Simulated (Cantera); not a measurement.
Charge: 1 mol Cr, 0.32 mol NH3, 0.81 mol N2, equilibrated at 2675 K.

These are equilibrium values from Cantera (NASA tables, ideal gas, pure condensed phases), not measurements of a reactor. Candidate condensed phases: Cr, CrN, Cr2N; 11 gas species. Rates play no part.

x: gas mole fraction; n: condensed amount in mol.

| P (Pa) | x N2 | x Cr | x H | x H2 | x N | n Cr(l) |
|---|---|---|---|---|---|---|
| 0.100 | 0.331 | 0.341 | 0.327 | 4.02e-5 | 0.000765 | 0 |
| 0.750 | 0.331 | 0.341 | 0.327 | ? | ? | 0 |
| 5.60 | 0.332 | 0.342 | 0.324 | ? | ? | 0 |
| 42 | 0.336 | 0.346 | 0.303 | 0.0145 | 3.76e-5 | 0 |
| 320 | 0.351 | 0.362 | 0.226 | 0.0610 | 1.39e-5 | 0 |
| 2400 | 0.373 | 0.384 | 0.118 | 0.125 | 5.24e-6 | 0 |
| 18000 | 0.386 | 0.398 | 0.0496 | 0.166 | 1.95e-6 | 0 |
| 130000 | 0.538 | 0.184 | 0.0229 | 0.255 | 8.56e-7 | 0.669 |
| 1000000 | 0.650 | 0.0239 | 0.00920 | 0.317 | 3.39e-7 | 0.964 |

Task: Some entries are withheld; supply them.

Result: 
- 0.750, x H2: 0.000301
- 0.750, x N: 0.000279
- 5.60, x H2: 0.00220
- 5.60, x N: 0.000102
